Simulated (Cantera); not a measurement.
A closed system holds: 1 mol B2H6, 15 mol H2, 0.19 mol H2O, equilibrated at 97.5 Torr.

Equilibrium computed with Cantera from the NASA thermochemical tables; the gas is ideal and each condensed phase is pure. Candidate condensed phases: B, B2O3, B3O3H3, H2O; 23 gas species. The feed counts by its element totals alone. Mutual solubility and eutectic melting of coexisting phases are not modelled. Gases not in the tables: B2H6 and higher boranes. Kinetics and transport are ignored.

Task: Which condensed phases are stable at each of these points (T (K)): 1123, 1273, 1423, 1573, 1723, 1873, 2023, 2173, 2323?

Result: 
| T (K) | condensed phases | B condensed (%) |
|---|---|---|
| 1123 | B(s) + B2O3(l) | 93.4 |
| 1273 | B(s) + B2O3(l) | 92.7 |
| 1423 | B(s) | 90.6 |
| 1573 | B(s) | 90.6 |
| 1723 | B(s) | 90.5 |
| 1873 | B(s) | 90.3 |
| 2023 | B(s) | 90.0 |
| 2173 | B(s) | 89.4 |
| 2323 | B(s) | 88.2 |

From 1123 K to 1273 K the condensed part is B(s) + B2O3(l). From 1423 K to 2323 K the condensed part is B(s).
